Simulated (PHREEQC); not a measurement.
Dissolve 0.23 mol Mn(NO3)2 per kg of water at 85 °C. Closed to the air; pH follows from the charge balance.

The numbers come from PHREEQC with the ion-association model, wateq4f.dat.

Each row changes one thing in this solution. This is a speciation only: nothing precipitates in the calculation.

```json
[
 {"case": "as made", "pH": "5.06", "ionic strength (mol/kgw)": "0.666", "Mn(NO3)2 (mol/kgw)": "0.00797", "MnOH+ (mol/kgw)": "1.18e-5"},
 {"case": "Mn(NO3)2 from 0.23 to 0.46 mol/kgw", "pH": "4.96", "ionic strength (mol/kgw)": "(withheld)", "Mn(NO3)2 (mol/kgw)": "0.0329", "MnOH+ (mol/kgw)": "1.54e-5"},
 {"case": "diluted 5-fold with water", "pH": "5.31", "ionic strength (mol/kgw)": "0.137", "Mn(NO3)2 (mol/kgw)": "0.000210", "MnOH+ (mol/kgw)": "6.13e-6"},
 {"case": "diluted 2-fold with water", "pH": "5.17", "ionic strength (mol/kgw)": "(withheld)", "Mn(NO3)2 (mol/kgw)": "0.00175", "MnOH+ (mol/kgw)": "8.92e-6"},
 {"case": "temperature from 85 to 90 °C", "pH": "5.00", "ionic strength (mol/kgw)": "0.667", "Mn(NO3)2 (mol/kgw)": "0.00770", "MnOH+ (mol/kgw)": "1.35e-5"},
 {"case": "Mn(NO3)2 from 0.23 to 0.046 mol/kgw", "pH": "5.31", "ionic strength (mol/kgw)": "0.137", "Mn(NO3)2 (mol/kgw)": "0.000210", "MnOH+ (mol/kgw)": "6.13e-6"}
]
```

**Question.** Complete the blanks.

**Answer.** 
- Mn(NO3)2 from 0.23 to 0.46 mol/kgw, ionic strength (mol/kgw): 1.28
- diluted 2-fold with water, ionic strength (mol/kgw): 0.340

The ionic strength passes 0.7 mol/kgw, the rough limit of the ion-association models, in Mn(NO3)2 from 0.23 to 0.46 mol/kgw. Away from 25 °C the constants follow the database's enthalpies or fits; those with neither stay at their 25 °C values.
